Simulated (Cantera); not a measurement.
Feed: 1 mol Fe3O4, 0.98 mol CH4, 0.045 mol CO, held at 10.0 Torr.

Method: chemical equilibrium by Gibbs-energy minimisation in Cantera with the NASA 1993 tables (ideal gas, pure condensed phases). Candidate condensed phases: C, C6H6, C7H8, C8H18, Fe, Fe(CO)5, FeO, Fe(OH)2, Fe(OH)3, Fe2O3, Fe3O4, H2O; 114 gas species. Mutual solubility and eutectic melting of coexisting phases are not modelled. The tables' stoichiometric FeO is somewhat more stable than real wüstite, so its field is too wide. FeO: taken at fixed stoichiometry. Kinetics and transport are ignored.

Q: At 1575 K, list the 4 most abundant gas species with their mole fractions, and the condensed phases.

A: H2 0.453, CO 0.297, H2O 0.203, CO2 0.0460. Condensed: Fe(γ) + FeO(s).
